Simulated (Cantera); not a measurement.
A closed system holds: 1 mol SiF₄, 1.1 mol C₂H₄, 30 mol H₂, held at 1252 °C and 4.70 mbar.

Cantera equilibrium calculation (NASA polynomials, part measured and part estimated; ideal gas, pure solids and liquids). Candidate condensed phases: C, C₆H₆, C₇H₈, C₈H₁₈, Si, SiC; 113 gas species. The tables' values for SiF₃, SiF₂ are old estimates; treat these amounts as uncertain. The numbers say what is thermodynamically allowed, not how fast it happens.

Base state: H₂ 0.952, HF 0.0203, SiF₄ 0.0193, SiF₃ 0.00607, SiF₂ 0.00104, SiHF₃ 0.000530, H 0.000337, C₂H₂ (acetylene) 1.15e-5 (mole fractions); condensed: C(graphite) + SiC(s).

Question: What changes in the equilibrium state with this change: SiF₄ replaced by (CH₃)₂SiCl₂?

Answer: 
```
species             before     after
----------------  --------  --------
H₂                   0.952     0.944
HCl                      0    0.0551
H                 0.000337  0.000335
HF                  0.0203         0
SiF₄                0.0193         0
SiCl₂                    0   8.42e-5
SiF₃               0.00607         0
SiF₂               0.00104         0
SiHF₃             0.000530         0
C(graphite), mol      2.10      3.20
SiC(s), mol         0.0974     0.997
```
The feed counts by its element totals alone.
